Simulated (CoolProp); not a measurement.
Vapour-liquid equilibrium of carbonyl sulfide (1) + propane (2) at 284.7 K; x and y are mole fractions of (1).

The numbers come from the multi-fluid Helmholtz-energy mixture model, Lemmon 2006 and Lemmon 2009; pair parameters Bell 2016 in CoolProp.

Question: Give the bubble pressure and the first vapour's composition at x = 0.65, 0.725, 0.875. Is there an azeotrope?

Answer: x = 0.65: 0.8233 MPa, y = 0.699; x = 0.725: 0.8395 MPa, y = 0.768; x = 0.875: 0.8732 MPa, y = 0.899. No azeotrope shows between x = 0.05 and 0.95.

The pair parameters rest on a limited set of measurements; away from them the model extrapolates.
